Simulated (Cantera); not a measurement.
What does this Cantera script print?

```python
import numpy as np
import cantera as ct

gas = ct.Solution("gri30.yaml")
gas.TPX = 2450, 1333, {'CH4': 0.003, 'H2': 1, 'CO2': 0.01}
reactor = ct.IdealGasConstPressureReactor(gas, energy="off", clone=False)
net = ct.ReactorNet([reactor])
net.rtol, net.atol = 1e-08, 1e-18
show = ['CH4', 'H2', 'CO2', 'CH2O', 'O']
times = np.geomspace(1e-06, 200, 15)

steps = ct.SolutionArray(gas, extra=["t"])
rows = []
print(f"{'t/s':>10s}{'T/K':>9s}{'P/Pa':>11s}" + "".join(f"{s:>11s}" for s in show))
for t in times:
    while net.time < t:
        t_next = net.step()
        steps.append(gas.state, t=t_next)
    rows.append([np.interp(t, steps.t, y) for y in (steps.T, steps.P, *steps(*show).X.T)])
    print(f"{t:10.3e}{rows[-1][0]:9.1f}{rows[-1][1]:11.4g}" + "".join(f"{x:11.3e}" for x in rows[-1][2:]))
rate = np.gradient(steps.T, steps.t)
print("integrator steps:", len(steps.t))
if steps.T.max() > steps.T[0] + 200:
    print(f"time of steepest temperature rise: {steps.t[rate.argmax()]:.4e} s")
gas.TPX = 2450, 1333, {'CH4': 0.003, 'H2': 1, 'CO2': 0.01}
gas.equilibrate("TP")
print(f"equilibrium (TP): T = {gas.T:.1f} K  " + "  ".join(f"{s} {gas[s].X[0]:.3e}" for s in show))
```

It prints:

```
       t/s      T/K       P/Pa        CH4         H2        CO2       CH2O          O
 1.000e-06   2450.0       1333  2.960e-03  9.872e-01  9.872e-03  1.321e-15  4.224e-10
 3.917e-06   2450.0       1333  2.957e-03  9.872e-01  9.872e-03  6.747e-14  6.609e-10
 1.534e-05   2450.0       1333  2.948e-03  9.871e-01  9.871e-03  3.028e-12  6.757e-10
 6.009e-05   2450.0       1333  2.937e-03  9.870e-01  9.868e-03  1.072e-10  6.846e-10
 2.354e-04   2450.0       1333  2.909e-03  9.865e-01  9.828e-03  2.852e-09  8.420e-10
 9.218e-04   2450.0       1333  2.806e-03  9.840e-01  9.255e-03  2.782e-08  3.615e-09
 3.611e-03   2450.0       1333  2.431e-03  9.717e-01  3.845e-03  8.224e-08  8.970e-08
 1.414e-02   2450.0       1333  9.958e-04  9.512e-01  1.629e-05  1.237e-07  9.975e-07
 5.539e-02   2450.0       1333  1.106e-04  9.347e-01  1.588e-05  2.910e-08  2.502e-06
 2.170e-01   2450.0       1333  2.738e-06  9.058e-01  1.456e-05  1.656e-09  5.829e-06
 8.498e-01   2450.0       1333  1.678e-12  8.469e-01  1.433e-05  6.973e-11  2.026e-05
 3.328e+00   2450.0       1333  8.136e-13  8.230e-01  1.425e-05  5.159e-11  2.918e-05
 1.304e+01   2450.0       1333  8.108e-13  8.229e-01  1.425e-05  5.152e-11  2.923e-05
 5.106e+01   2450.0       1333  8.108e-13  8.229e-01  1.425e-05  5.152e-11  2.923e-05
 2.000e+02   2450.0       1333  8.108e-13  8.229e-01  1.425e-05  5.152e-11  2.923e-05
integrator steps: 1900
equilibrium (TP): T = 2450.0 K  CH4 8.500e-13  H2 8.229e-01  CO2 1.425e-05  CH2O 5.152e-11  O 2.923e-05
```

Cantera simulation using GRI-Mech 3.0 (53 species, 325 reactions); the numbers are that mechanism's predictions, not measurements. Radical loss at walls, strong at low pressure, is not modelled.
